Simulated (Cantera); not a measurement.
A Cantera script and its output.

```python
import numpy as np
import cantera as ct

surf = ct.Interface("ptcombust.yaml", "Pt_surf")
gas = surf.adjacent["gas"]
gas.TPX = 825, 490000, {'CO': 0.025, 'O2': 0.035, 'N2': 0.79}
surf.TP = 825, 490000
reactor = ct.FlowReactor(gas, clone=False)
reactor.area = 0.0001  # m2
reactor.surface_area_to_volume_ratio = 5100  # 1/m
reactor.mass_flow_rate = 1.7 * reactor.area * gas.density  # inlet velocity 1.7 m/s
reactor.energy_enabled = False
wall = ct.ReactorSurface(surf, reactor, clone=False)
net = ct.ReactorNet([reactor])
net.rtol, net.atol = 1e-8, 1e-16
show, cover = ['CO', 'O2', 'H2O', 'CO2'], ['PT(S)', 'H(S)', 'O(S)', 'OH(S)', 'CO(S)', 'C(S)']

rows = []
print(f"{'z/m':>9s}{'u/(m/s)':>9s}" + "".join(f"{s:>13s}" for s in show + cover))
for z in [0.00023, 0.00045, 0.00088, 0.0017, 0.0033, 0.0063, 0.012, 0.023]:
    net.advance(z)
    rows.append([reactor.speed, *gas[show].X, *surf[cover].coverages])
    print(f"{z:9.4g}{rows[-1][0]:9.3g}" + "".join(f"{x:13.4e}" for x in rows[-1][1:]))
```

Result:

```
      z/m  u/(m/s)           CO           O2          H2O          CO2        PT(S)         H(S)         O(S)        OH(S)        CO(S)         C(S)
  0.00023      1.7   2.7226e-02   4.0113e-02  -6.5314e-28   2.2185e-03   6.8205e-02  -6.0189e-20   4.1668e-03  -2.8958e-17   9.2763e-01   8.7014e-11
  0.00045      1.7   2.5011e-02   3.9035e-02   6.9445e-27   4.4666e-03   7.1210e-02   1.9169e-20   4.4358e-03   4.7653e-19   9.2435e-01   8.5039e-11
  0.00088     1.69   2.0191e-02   3.6690e-02   7.2262e-27   9.3587e-03   7.9445e-02   4.9526e-22   5.2405e-03   2.1635e-19   9.1531e-01   7.9519e-11
   0.0017     1.68   5.1109e-03   2.9352e-02   6.0821e-27   2.4664e-02   1.6874e-01  -3.0874e-20   2.1375e-02   5.5709e-18   8.0989e-01   3.6639e-11
   0.0033     1.68   3.2500e-05   2.6881e-02  -4.1415e-31   2.9818e-02   4.4827e-02   4.1790e-24   9.5515e-01  -6.2584e-19   2.5907e-05   6.9677e-18
   0.0063     1.67   9.3565e-08   2.6866e-02  -2.6030e-32   2.9851e-02   4.4441e-02   1.2026e-24   9.5556e-01   2.4697e-19   7.3280e-08   1.9531e-20
    0.012     1.67   1.4379e-12   2.6866e-02   5.7430e-35   2.9851e-02   4.4440e-02   1.5851e-24   9.5556e-01   3.2554e-19   1.1261e-12   3.0014e-25
    0.023     1.67  -5.8552e-18   2.6866e-02   1.2018e-34   2.9851e-02   4.4440e-02   2.2856e-24   9.5556e-01   4.6941e-19   2.7367e-28   6.1361e-31
```

Detailed kinetics in Cantera: Deutschmann's 1995 Pt surface mechanism with GRI-Mech 3.0 gas chemistry. Catalytic surfaces can have several steady states; this one follows from the mechanism file's or the stated starting coverage. Mass transfer to the wall is taken as infinitely fast.
